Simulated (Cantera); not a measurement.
A closed system holds: 1 mol SiHCl₃, 2.6 mol CH₄, 26 mol H₂, at 1.00 bar.

Equilibrium computed with Cantera from the NASA thermochemical tables; the gas is ideal and each condensed phase is pure. Candidate condensed phases: C, C₆H₆, C₇H₈, C₈H₁₈, Si, SiC; 109 gas species. Rates play no part.

### Question
What share of the Si ends up in condensed phases as a function of T (K), at 1100, 1200, 1300, 1400, 1500, 1600, 1700?

### Answer
```csv
T (K),Si condensed (%),as
1100,79.5,SiC(s)
1200,92.5,SiC(s)
1300,97.4,SiC(s)
1400,98.7,SiC(s)
1500,98.9,SiC(s)
1600,98.7,SiC(s)
1700,98.3,SiC(s)
```
